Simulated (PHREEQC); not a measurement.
Dissolve 0.11 mol HCl, 0.21 mol Li2SO4 and 0.0051 mol Fe2(SO4)3 per kg of water at 20 °C. Closed to the air; pH follows from the charge balance.

Computed with PHREEQC (ion-association model, phreeqc.dat).

Each row changes one thing in this solution. This is a speciation only: nothing precipitates in the calculation.

```csv
case,pH,ionic strength (mol/kgw),SO4-2 (mol/kgw),HSO4- (mol/kgw),FeSO4+ (mol/kgw),Fe(SO4)2- (mol/kgw),SI of Goethite (FeOOH),SI of Hematite (Fe2O3)
as made,1.54,0.537,0.105,0.0715,0.00613,0.00256,+0.74,+3.48
Li2SO4 replaced by (NH4)2SO4 at the same molality,1.49,0.493,0.0828,0.0665,0.00624,0.00215,+0.68,+3.35
Fe2(SO4)3 from 0.0051 to 0.00051 mol/kgw,1.54,(withheld),0.102,0.0718,0.000612,0.000253,-0.27,+1.44
diluted 10-fold with water,2.24,(withheld),0.0160,0.00424,0.000807,0.000120,+2.54,+7.06
HCl from 0.11 to 0.121 mol/kgw,1.49,0.539,0.100,0.0775,0.00608,0.00243,+0.60,+3.19
Li2SO4 replaced by NH4HSO4 at the same molality,0.89,0.419,0.0443,0.150,0.00470,0.000941,(withheld),+0.02
temperature from 20 to 45 °C,1.69,0.523,0.0979,0.0822,(withheld),0.00256,+1.85,+5.81
Li2SO4 left out,1.08,0.132,(withheld),0.00748,0.00360,6.17e-5,+0.62,+3.22
```

Task: Some entries are withheld; supply them.

Result: 
- Fe2(SO4)3 from 0.0051 to 0.00051 mol/kgw, ionic strength (mol/kgw): 0.525
- diluted 10-fold with water, ionic strength (mol/kgw): 0.0647
- Li2SO4 replaced by NH4HSO4 at the same molality, SI of Goethite (FeOOH): -0.98
- temperature from 20 to 45 °C, FeSO4+ (mol/kgw): 0.00627
- Li2SO4 left out, SO4-2 (mol/kgw): 0.00234

Some of these states are supersaturated (in Hematite (slow to form), Goethite (slow to form), for instance). Away from 25 °C the constants follow the database's enthalpies or fits; those with neither stay at their 25 °C values.
